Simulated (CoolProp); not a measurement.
Vapour-liquid equilibrium of R124 (1) + R142b (2) at 665 kPa; x and y are mole fractions of (1).

Computed with CoolProp (multi-fluid Helmholtz-energy mixture model, de Vries 1995 and Lemmon 2006; pair parameters Bell 2016).

**Question.** Give the bubble temperature and the first vapour's composition at x = 0.2, 0.5, 0.65. Is there an azeotrope?

**Answer.** x = 0.2: 321.4 K, y = 0.213; x = 0.5: 320.2 K, y = 0.523; x = 0.65: 319.5 K, y = 0.675. No azeotrope shows between x = 0.05 and 0.95.

Pair parameters are fitted to limited data, so mixtures are less certain than the pure fluids.
